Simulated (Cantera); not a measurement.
A closed system holds: 1 mol SiC, 2.1 mol H₂O, 260 mol N₂, held at 4.20 Pa.

Equilibrium computed with Cantera from the NASA thermochemical tables; the gas is ideal and each condensed phase is pure. Candidate condensed phases: C, C₆H₆, C₇H₈, C₈H₁₈, H₂O, Si, SiC, SiO₂, Si₂N₂O, Si₃N₄; 151 gas species. The tables hold silica as quartz up to 1696 K and as liquid above; real silica turns to tridymite and cristobalite and melts near 1996 K. Rates play no part.

log p: log10 of the partial pressure in bar; n: condensed amount in mol.

```tsv
T (K)	log p N₂	log p H₂	log p SiO	log p CO	log p H	log p H₂O	n SiO₂(β-quartz)
1448	-4.38	-6.48	-6.84	-6.80	-8.28	-9.08	0.0937
1473	-4.38	-6.48	-6.84	-6.80	?	?	0.0868
1498	-4.38	-6.49	-6.83	-6.80	-8.01	-8.45	0.0733
1523	-4.38	-6.49	-6.82	-6.80	-7.88	-8.16	0.0479
1548	-4.38	-6.51	-6.80	-6.81	-7.76	-7.89	0.00362
1573	-4.38	-6.51	-6.80	-6.81	-7.65	-7.87	0
1598	-4.38	-6.51	-6.80	-6.81	-7.53	-7.87	0
1623	-4.38	-6.52	-6.80	-6.80	?	-7.87	0
1648	-4.38	-6.53	-6.80	-6.80	-7.31	-7.87	0
1673	-4.38	-6.54	-6.80	-6.80	-7.21	-7.87	0
1698	-4.38	-6.55	-6.80	-6.80	-7.11	-7.87	0
1723	-4.38	-6.56	-6.80	-6.81	-7.02	-7.88	0
1748	-4.38	-6.58	-6.80	-6.81	-6.93	-7.88	0
```

Problem. Some entries are withheld; supply them.

Solution. 
- 1623, log p H: -7.42
- 1473, log p H: -8.14
- 1473, log p H₂O: -8.76
